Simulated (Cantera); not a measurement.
Ignition delay

Mixture: CH₄ : C₂H₆ : C₃H₈ : O₂ : N₂ : H₂O = 1 : 0.24 : 0.34 : 6.68 : 25.1 : 0.97 (molar parts), equivalence ratio 0.68, at 705 Torr, adiabatic and at constant pressure. Ignition delay is the time to a rise of 400 K.

Model: GRI-Mech 3.0 (53 species, 325 reactions), integrated in Cantera. GRI-Mech 3.0 was tuned for natural gas; its chemistry of propane as a main component is partial and can be far from experiment.

| T0 (K) | delay (ms) |
|---|---|
| 1175 | 4.24 |
| 1250 | 1.43 |
| 1325 | 0.548 |
| 1400 | 0.240 |
| 1475 | 0.119 |
| 1550 | 0.0666 |
| 1625 | 0.0409 |
| 1700 | 0.0272 |
| 1775 | 0.0193 |

| Quantity | Result |
|---|---|
| apparent activation energy between 1625 and 1775 K | 120 kJ/mol |
